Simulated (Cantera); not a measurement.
A perfectly stirred reactor is fed with NH₃ : H₂ = 1 : 3.1 (molar parts), at 10.00 Torr; it is held at 1525 K, and followed from long to short residence time.

Cantera simulation using the gas-phase N/H chemistry of the illustrative SiF4/NH3 mechanism in the Surface Chemkin manual (1991); the numbers are that mechanism's predictions, not measurements. Walls and surfaces, which speed up NH3 decomposition in real reactors, are not modelled.

Task: What does this change do: temperature 1525 to 2125 K?

Result: 
```
quantity                  before    after
----------------------  --------  -------
x(NH₃) at τ = 0.450 s      0.244    0.131
x(H₂) at τ = 0.450 s       0.756    0.822
x(N₂H₄) at τ = 0.450 s  1.91e-10  1.02e-9
x(N₂) at τ = 0.450 s     5.52e-6   0.0450
x(N) at τ = 0.450 s     5.40e-10  3.29e-6
x(NH₃) at τ = 34.0 ms      0.244    0.230
x(H₂) at τ = 34.0 ms       0.756    0.763
x(N₂H₄) at τ = 34.0 ms  1.19e-12  1.93e-9
x(N₂) at τ = 34.0 ms     2.09e-9  0.00503
x(N) at τ = 34.0 ms       <1e-12  2.67e-6
```
